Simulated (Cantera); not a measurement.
**Equilibrium for fluorocarbon and chlorocarbon gases: CH3Cl + Si**

A closed system holds: 1 mol CH3Cl, a varied amount of Si, at 1650 °C and 0.593 Torr.

Method: chemical equilibrium by Gibbs-energy minimisation in Cantera with the NASA 1993 tables (ideal gas, pure condensed phases). Candidate condensed phases: C, C6H6, C7H8, C8H18, Si, SiC; 109 gas species. Mutual solubility and eutectic melting of coexisting phases are not modelled. The tables' values for SiCl, SiCl3 are old estimates; treat these amounts as uncertain. Gases not in the tables: Si2H6 and higher silanes. Rates play no part.

From 0.097 mol Si to 1 mol Si the condensed part is C(graphite) + SiC(s). At 1.2 mol Si the condensed part is SiC(s). From 1.4 mol Si to 1.9 mol Si the condensed part is Si(l) + SiC(s). The main Si-bearing gas is SiCl2 throughout. The share of Si in condensed phases is highest at 1 mol Si (92.7 %) and lowest at 0.097 mol Si (24.6 %).

| n(Si) (mol) | log p H2 | log p HCl | log p SiCl2 | log p H | log p Si | log p Cl | log p SiCl | log p Si2C | n C(graphite) | n SiC(s) | n Si(l) |
|---|---|---|---|---|---|---|---|---|---|---|---|
| 0.097 | -3.39 | -3.49 | -4.57 | -4.72 | -6.16 | -4.95 | -6.32 | -7.87 | 0.975 | 0.0239 | 0 |
| 0.28 | -3.39 | -3.49 | -4.57 | -4.72 | -6.16 | -4.95 | -6.32 | -7.87 | 0.792 | 0.207 | 0 |
| 0.46 | -3.39 | -3.49 | -4.57 | -4.72 | -6.16 | -4.95 | -6.32 | -7.87 | 0.612 | 0.387 | 0 |
| 0.65 | -3.39 | -3.49 | -4.57 | -4.72 | -6.16 | -4.95 | -6.32 | -7.87 | 0.422 | 0.577 | 0 |
| 0.83 | -3.39 | -3.49 | -4.57 | -4.72 | -6.16 | -4.95 | -6.32 | -7.87 | 0.242 | 0.757 | 0 |
| 1 | -3.39 | -3.49 | -4.57 | -4.72 | -6.16 | -4.95 | -6.32 | -7.87 | 0.0720 | 0.927 | 0 |
| 1.2 | -3.34 | -3.63 | -4.15 | -4.70 | -5.42 | -5.11 | -5.74 | -7.13 | 0 | 1.000 | 0 |
| 1.4 | -3.31 | -3.84 | -3.95 | -4.68 | -4.77 | -5.33 | -5.31 | -6.48 | 0 | 0.999 | 0.0425 |
| 1.6 | -3.31 | -3.84 | -3.95 | -4.68 | -4.77 | -5.33 | -5.31 | -6.48 | 0 | 0.999 | 0.242 |
| 1.7 | -3.31 | -3.84 | -3.95 | -4.68 | -4.77 | -5.33 | -5.31 | -6.48 | 0 | 0.999 | 0.342 |
| 1.9 | -3.31 | -3.84 | -3.95 | -4.68 | -4.77 | -5.33 | -5.31 | -6.48 | 0 | 0.999 | 0.542 |
log p: log10 of the partial pressure in bar; n: condensed amount in mol.
